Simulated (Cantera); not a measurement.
A freely propagating, adiabatic, planar premixed flame of 41.6 % H2, 12.2 % O2, 46.2 % N2, equivalence ratio 1.7, unburnt at 700 K and 120000 Pa; mixture-averaged transport, grid criteria slope 0.08 and curve 0.16, no radiation.

Computed with Cantera and the H2/O2 subset of GRI-Mech 3.0, which has no nitrogen chemistry. Burning velocities carry a grid error of a few per cent, more on coarse grids.

Task: Predict: laminar burning velocity; thermal thickness; peak x(O); peak x(HO2); peak x(H).

Result: 
- laminar burning velocity: 1210 cm/s
- thermal thickness: 0.381 mm
- peak x(O): 0.00661
- peak x(HO2): 0.000233
- peak x(H): 0.0992
